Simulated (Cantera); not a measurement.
# Equilibrium for chlorosilane synthesis and conversion: SiCl4 + Cl2 + H2

Input: 1 mol SiCl4, 0.79 mol Cl2, a varied amount of H2, equilibrated at 1300 K and 0.230 bar.

Cantera equilibrium calculation (NASA polynomials, part measured and part estimated; ideal gas, pure solids and liquids). Candidate condensed phases: Si; 19 gas species. The tables' values for SiCl3 are old estimates; treat these amounts as uncertain. The numbers say what is thermodynamically allowed, not how fast it happens.

From 0.24 mol H2 to 1.5 mol H2 nothing is condensed. The main Si-bearing gas is SiCl4 throughout.

```
n(H2) (mol)  x HCl  x SiCl4    x Cl2     x H2     x Cl  x SiCl3  x SiHCl3
-----------  -----  -------  -------  -------  -------  -------  --------
0.24         0.235    0.489    0.263  1.19e-9   0.0133  2.28e-6  1.13e-10
0.3          0.285    0.476    0.227  2.03e-9   0.0123  2.38e-6  1.54e-10
0.38         0.348    0.458    0.182  3.76e-9   0.0110  2.56e-6  2.26e-10
0.48         0.421    0.438    0.131  7.64e-9  0.00937  2.88e-6  3.63e-10
0.6          0.500    0.417   0.0757  1.87e-8  0.00711  3.61e-6  7.11e-10
0.75         0.590    0.393   0.0142  1.39e-7  0.00308  7.86e-6   4.21e-9
0.95         0.582    0.358  3.54e-8   0.0541  4.87e-6  0.00453   0.00152
1.2          0.538    0.322  1.27e-8    0.129  2.92e-6  0.00680   0.00351
1.5          0.494    0.287  6.79e-9    0.204  2.13e-6  0.00830   0.00539
```
x: gas mole fraction; nothing condenses.
